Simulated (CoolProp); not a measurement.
Vapour-liquid equilibrium of propylene (1) + n-heptane (2) at 0.268 MPa; x and y are mole fractions of (1).

Values from CoolProp's multi-fluid Helmholtz-energy mixture model, Lemmon 2013 and Span 2003; pair parameters Bell 2016.

```csv
x,bubble temperature (K),y at the bubble point,dew temperature at overall composition x (K),liquid density (mol/L)
0.05,372.1,0.613,406.2,6.274
0.2,302.7,0.974,398.9,7.505
0.35,277.4,0.994,390.7,8.462
0.5,265.7,0.998,381.0,9.426
0.65,259.4,0.999,368.8,10.49
0.8,255.0,0.999,351.5,11.72
0.95,250.9,1.000,316.3,13.20
```

No azeotrope shows between x = 0.05 and 0.95.

Pair parameters are fitted to limited data, so mixtures are less certain than the pure fluids. The gap from Raoult's law changes sign with composition, which may be real or a fault of the pair parameters; it wasn't checked against measurements.
